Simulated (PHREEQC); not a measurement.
Consider water at 25 °C with 12 mmol/kgw FeSO4, 110 mmol/kgw ZnCl2, 0.12 mmol/kgw NaHCO3 and 15 mmol/kgw NaCl. Closed to the air; pH follows from the charge balance.

All values are PHREEQC results (ion-association model, wateq4f.dat), not measurements.

This is a speciation only: nothing precipitates in the calculation.

Question: Predict the pH, activity of water.

Answer: pH 5.60; activity of water 0.994.

Question: In which forms is S present?

Answer: ZnSO4 51 %, SO4-2 40 %, FeSO4 4.7 %, Zn(SO4)2-2 3.6 %, NaSO4- 0.7 % of the S.

Species that the database lacks are ignored.
